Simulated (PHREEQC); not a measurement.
0.2 mol of Fluorite (CaF2) is brought to equilibrium with 1 kg of water holding 94 mmol/kgw NaCl, at several temperatures. Oxygen alone is held at its pressure in air (log pO2 = -0.68). CO2 from the air is kept out. The run lets Fluorite precipitate or redissolve, and no other solid.

Model: ion-association model, phreeqc.dat, run in PHREEQC.

| T (°C) | pH | dissolved Ca (mol/kgw) | dissolved F (mol/kgw) |
|---|---|---|---|
| 10 | 7.32 | 0.000261 | 0.000521 |
| 20.7 | (withheld) | 0.000294 | 0.000587 |
| 31.3 | (withheld) | 0.000325 | 0.000650 |
| 42 | (withheld) | 0.000354 | 0.000708 |
| 52.7 | 6.74 | 0.000381 | 0.000761 |
| 58 | (withheld) | 0.000393 | 0.000786 |
| 68.7 | 6.61 | 0.000415 | 0.000831 |
| 79.3 | (withheld) | 0.000435 | 0.000869 |
| 90 | 6.47 | 0.000451 | 0.000902 |

Problem. Complete the blanks.

Solution. 
- 20.7, pH: 7.14
- 31.3, pH: 6.99
- 42, pH: 6.86
- 58, pH: 6.69
- 79.3, pH: 6.53

Constants without temperature data keep their 25 °C values here.
